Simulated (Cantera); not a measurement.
A perfectly stirred reactor is fed with CH4 : N2 = 1 : 1.6 (molar parts), at 1.00 bar; it is held at 1375 K, and followed from long to short residence time.

Detailed kinetics in Cantera: GRI-Mech 3.0 (53 species, 325 reactions). GRI-Mech 3.0 stops at C3 and has no aromatics, soot or wall deposition, so with more carbon than oxygen in the feed, carbon stays in small species such as C2H2 where larger ones or solid carbon would form.

| quantity | before | after |
|---|---|---|
| x(CH4) at τ = 23.0 s | 0.186 | 0.325 |
| x(CH3) at τ = 23.0 s | 1.88e-5 | 0.000121 |
| x(C2H6) at τ = 23.0 s | 0.000115 | 0.000103 |
| x(C2H) at τ = 23.0 s | 2.45e-10 | 3.11e-10 |
| x(C2H4) at τ = 23.0 s | 0.0141 | 0.00170 |
| x(CH4) at τ = 0.190 s | 0.378 | 0.384 |
| x(CH3) at τ = 0.190 s | 3.83e-5 | 5.97e-5 |
| x(C2H6) at τ = 0.190 s | 0.000486 | 1.90e-5 |
| x(C2H) at τ = 0.190 s | 4.32e-12 | <1e-12 |
| x(C2H4) at τ = 0.190 s | 0.00116 | 3.38e-5 |

Question: Name the change that produced these shifts.
A. pressure from 1.00 bar to 0.000680 bar
B. pressure from 1.00 bar to 0.0200 bar
C. pressure from 1.00 bar to 0.133 bar
D. N2 1.6 to 10 parts

Answer: B, pressure from 1.00 bar to 0.0200 bar
